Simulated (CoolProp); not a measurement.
Vapour pressure (MPa) of n-decane: the reference equation beside estimates from Tc = 617.7 K, pc = 2.101 MPa, ω = 0.488. Clausius-Clapeyron is anchored at 467.2 K with a constant enthalpy of vaporisation of 37.42 kJ/mol.

Values from CoolProp's reference Helmholtz-energy equation of state, Lemmon 2006. It is a short technical equation, of lower accuracy than the large ones.

| T (K) | reference | Lee-Kesler | Clausius-Clapeyron | van der Waals | Redlich-Kwong | Soave-Redlich-Kwong | Peng-Robinson |
|---|---|---|---|---|---|---|---|
| 391.4 | 0.01898 | 0.01870 | 0.02536 | 0.2484 | 0.07462 | 0.01873 | 0.01933 |
| 410.3 | 0.03563 | 0.03536 | 0.04308 | 0.3206 | 0.1161 | 0.03536 | 0.03604 |
| 429.3 | 0.06268 | 0.06257 | 0.07001 | 0.4061 | 0.1729 | 0.06254 | 0.06313 |
| 448.3 | 0.1040 | 0.1043 | 0.1092 | 0.5052 | 0.2475 | 0.1043 | 0.1045 |
| 467.2 | 0.1639 | 0.1648 | 0.1639 | 0.6182 | 0.3419 | 0.1652 | 0.1646 |
| 486.2 | 0.2482 | 0.2500 | 0.2388 | 0.7470 | 0.4599 | 0.2514 | 0.2494 |
| 505.2 | 0.3625 | 0.3653 | 0.3383 | 0.8916 | 0.6035 | 0.3687 | 0.3648 |
| 524.1 | 0.5126 | 0.5163 | 0.4664 | 1.052 | 0.7741 | 0.5230 | 0.5168 |
| 543.1 | 0.7073 | 0.7117 | 0.6299 | 1.230 | 0.9758 | 0.7231 | 0.7146 |
| 562.1 | 0.9545 | 0.9596 | 0.8336 | 1.425 | 1.210 | 0.9762 | 0.9658 |

Absolute difference from the reference over all 10 rows, mean and median: Lee-Kesler 0.7 and 0.7 %, Clausius-Clapeyron 11.4 and 10.0 %, van der Waals 379.5 and 239.1 %, Redlich-Kwong 120.9 and 96.9 %, Soave-Redlich-Kwong 1.3 and 1.3 %, Peng-Robinson 0.9 and 0.8 %.
